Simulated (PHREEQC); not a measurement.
A solution holds 0.032 mol/kgw H2SO4, 0.016 mol/kgw MgSO4 and 0.0075 mol/kgw KBr, at 25 °C. Closed to the air; pH follows from the charge balance.

Model: ion-association model, phreeqc.dat, run in PHREEQC.

Each row changes one thing in this solution. This is a speciation only: nothing precipitates in the calculation.

```tsv
case	pH	ionic strength (mol/kgw)	HSO4- (mol/kgw)	SO4-2 (mol/kgw)	Mg+2 (mol/kgw)	K+ (mol/kgw)
as made	1.49	0.0925	0.0252	0.0165	0.00999	0.00719
H2SO4 from 0.032 to 0.016 mol/kgw	1.77	0.0714	0.0119	0.0139	0.0101	0.00721
diluted 2-fold with water	1.74	0.0513	0.0105	0.0106	0.00520	0.00363
KBr from 0.0075 to 0.00675 mol/kgw	1.49	0.0917	0.0252	0.0165	0.00997	0.00647
0.0048 mol/kgw KCl added	1.49	0.0977	0.0250	0.0166	0.0101	0.0118
```
